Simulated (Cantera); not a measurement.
A perfectly stirred reactor is fed with H2 : O2 : N2 = 1.3 : 1 : 6.4 (molar parts), equivalence ratio 0.65, at 100.0 Torr; it is held at 850 K, and followed from long to short residence time.

Model: the H2/O2 subset of GRI-Mech 3.0, which has no nitrogen chemistry, integrated in Cantera. Radical loss at walls, strong at low pressure, is not modelled. Below about 950 K walls govern HO2 and H2O2 in real vessels. The temperature is held fixed by assumption; the heat of reaction is taken as removed at once.

Question: What does this change do: temperature 850 to 873 K?

Answer: 
```csv
quantity,before,after
x(H2) at τ = 4.60 s,0.0108,0.00398
x(O2) at τ = 4.60 s,0.0486,0.0454
x(O) at τ = 4.60 s,3.17e-6,7.03e-6
x(HO2) at τ = 4.60 s,1.35e-5,1.05e-5
x(OH) at τ = 4.60 s,2.10e-6,5.66e-6
x(H2) at τ = 68.0 ms,0.0273,0.0175
x(O2) at τ = 68.0 ms,0.0566,0.0518
x(O) at τ = 68.0 ms,7.89e-5,0.000118
x(HO2) at τ = 68.0 ms,1.64e-5,1.44e-5
x(OH) at τ = 68.0 ms,4.94e-5,7.89e-5
```

Question: What does this change do: H2 1.3 to 6.8 parts?

Answer: 
```tsv
quantity	before	after
x(H2) at τ = 4.60 s	0.0108	0.364
x(O2) at τ = 4.60 s	0.0486	0.000679
x(O) at τ = 4.60 s	3.17e-6	1.18e-7
x(HO2) at τ = 4.60 s	1.35e-5	2.44e-7
x(OH) at τ = 4.60 s	2.10e-6	1.50e-7
x(H2) at τ = 68.0 ms	0.0273	0.371
x(O2) at τ = 68.0 ms	0.0566	0.00565
x(O) at τ = 68.0 ms	7.89e-5	7.44e-6
x(HO2) at τ = 68.0 ms	1.64e-5	1.95e-6
x(OH) at τ = 68.0 ms	4.94e-5	4.46e-6
```
